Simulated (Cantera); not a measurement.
**BCl3 + H2O (boron, boron nitride and boron oxide)**

Input: 1 mol BCl3, 19 mol H2O, held at 727 °C.

Equilibrium computed with Cantera from the NASA thermochemical tables; the gas is ideal and each condensed phase is pure. Candidate condensed phases: B, B2O3, B3O3H3, H2O; 33 gas species. Gases not in the tables: H3BO3. Equilibrium is a limit: real reactors are often held back by kinetics, nucleation or transport.

```csv
P (Pa),log p H2O,log p HCl,log p (HBO2)3,log p HBO2,n B2O3(l)
10,-4.07,-4.84,-7.66,-6.62,0.468
28,-3.62,-4.39,-6.99,-6.39,0.474
77,-3.18,-3.95,-6.33,-6.17,0.472
220,-2.73,-3.49,-5.65,-5.94,0.463
600,-2.29,-3.06,-4.99,-5.73,0.445
1700,-1.84,-2.60,-4.31,-5.50,0.411
4600,-1.41,-2.17,-3.67,-5.29,0.356
13000,-0.96,-1.72,-2.99,-5.06,0.260
36000,-0.52,-1.28,-2.33,-4.84,0.107
100000,-0.08,-0.83,-1.79,-4.66,0
```
log p: log10 of the partial pressure in bar; n: condensed amount in mol.

From 10.0 Pa to 36000 Pa the condensed part is B2O3(l). At 100000 Pa nothing is condensed. The share of B in condensed phases is highest at 28.0 Pa (94.8 %) and lowest at 100000 Pa (0.0 %).
